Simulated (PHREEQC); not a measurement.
A column of 0.1 m (30 cells, dispersivity 0.0035 m, 300 s a shift, diffusion coefficient 3e-10 m²/s) holds 0.057 eq of the database's cation exchanger X per kg of pore water, first in equilibrium with 0.026 mol MnCl2 and 1e-05 mol HCl per kg of water. It is flushed with 35 mmol/kgw NaCl, 25 mmol/kgw BaCl2 and 0.01 mmol/kgw HCl, at 25 °C. Values are for the last cell. The system is closed to CO2. No solid was allowed to form.

Equilibrium calculation in PHREEQC: ion-association model, phreeqc.dat.

Q: Predict Ba in solution (mol/kgw), Mn in solution (mol/kgw), MnX2 on the exchanger (mol/kgw) at pore volumes = 0.2833, 1.75, 2.817, 3.217, 3.75.

A: 
```json
[
 {"pore volumes": "0.2833", "Ba in solution (mol/kgw)": "0", "Mn in solution (mol/kgw)": "0.0260", "MnX2 on the exchanger (mol/kgw)": "0.0285"},
 {"pore volumes": "1.75", "Ba in solution (mol/kgw)": "0.00304", "Mn in solution (mol/kgw)": "0.0216", "MnX2 on the exchanger (mol/kgw)": "0.0182"},
 {"pore volumes": "2.817", "Ba in solution (mol/kgw)": "0.0245", "Mn in solution (mol/kgw)": "0.000450", "MnX2 on the exchanger (mol/kgw)": "0.000173"},
 {"pore volumes": "3.217", "Ba in solution (mol/kgw)": "0.0249", "Mn in solution (mol/kgw)": "7.87e-5", "MnX2 on the exchanger (mol/kgw)": "2.99e-5"},
 {"pore volumes": "3.75", "Ba in solution (mol/kgw)": "0.0250", "Mn in solution (mol/kgw)": "7.55e-6", "MnX2 on the exchanger (mol/kgw)": "2.86e-6"}
]
```
